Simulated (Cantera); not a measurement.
Input: 1 mol CH₃F, 0.019 mol F₂, 0.17 mol Si, equilibrated at 673 K and 1300 Pa.

Cantera equilibrium calculation (NASA polynomials, part measured and part estimated; ideal gas, pure solids and liquids). Candidate condensed phases: C, C₆H₆, C₇H₈, C₈H₁₈, Si, SiC; 113 gas species. The numbers say what is thermodynamically allowed, not how fast it happens.

Base state: H₂ 0.617, HF 0.208, SiF₄ 0.0989, CH₄ 0.0756 (mole fractions); condensed: C(graphite).

What changes in the equilibrium state with this change: F₂ from 0.019 to 0.56 mol?


```json
[
 {"species": "HF", "before": "0.208", "after": "0.613"},
 {"species": "H₂", "before": "0.617", "after": "0.297"},
 {"species": "SiF₄", "before": "0.0989", "after": "0.0724"},
 {"species": "CH₄", "before": "0.0756", "after": "0.0175"},
 {"species": "C(graphite), mol", "before": "0.870", "after": "0.959"}
]
```
